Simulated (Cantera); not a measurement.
## Pyrogenic steam for wet oxidation

A perfectly stirred reactor is fed with H2 : O2 : N2 = 0.68 : 1 : 1.6 (molar parts), equivalence ratio 0.34, at 0.810 bar; it is held at 1000 K, and followed from long to short residence time.

Cantera simulation using GRI-Mech 3.0 (53 species, 325 reactions); the numbers are that mechanism's predictions, not measurements. The temperature is held fixed by assumption; the heat of reaction is taken as removed at once.

```tsv
τ (s)	x H2	x O2	x OH	x NO	x HO2
18	0.00173	0.225	5.61e-7	4.62e-10	1.67e-5
3.1	0.00578	0.227	9.28e-7	2.59e-10	3.94e-5
0.55	0.0206	0.232	1.34e-6	1.17e-10	8.44e-5
0.096	0.0637	0.249	1.90e-6	1.15e-10	0.000147
0.017	0.0975	0.262	5.40e-6	3.51e-10	0.000208
0.0029	0.0982	0.262	3.18e-5	2.35e-9	0.000254
0.00052	0.105	0.265	0.000158	1.16e-8	0.000263
```
x: mole fraction; the columns are a selection and need not sum to one.
